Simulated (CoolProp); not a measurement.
Vapour pressure (kPa) of R22: the reference equation beside estimates from Tc = 369.3 K, pc = 4990 kPa, ω = 0.221.

Model: reference Helmholtz-energy equation of state, Kamei 1995, in CoolProp.

| T (K) | reference | Lee-Kesler | Soave-Redlich-Kwong | Peng-Robinson |
|---|---|---|---|---|
| 275.7 | 540.6 | 542.5 | 542.9 | 538.0 |
| 279.1 | 601.7 | 603.9 | 604.7 | 598.8 |
| 282.4 | 665.7 | 668.3 | 669.6 | 662.6 |
| 285.7 | 734.7 | 737.6 | 739.6 | 731.4 |
| 289.1 | 811.3 | 814.5 | 817.3 | 807.9 |
| 292.4 | 891.1 | 894.5 | 898.3 | 887.6 |
| 295.7 | 976.6 | 980.2 | 985.2 | 973.1 |
| 299.1 | 1071 | 1075 | 1081 | 1068 |
| 302.4 | 1169 | 1172 | 1181 | 1166 |
| 305.8 | 1276 | 1280 | 1290 | 1274 |
| 309.1 | 1388 | 1391 | 1403 | 1385 |

Absolute difference from the reference over all 11 rows, mean and median: Lee-Kesler 0.3 and 0.4 %, Soave-Redlich-Kwong 0.8 and 0.8 %, Peng-Robinson 0.4 and 0.4 %.
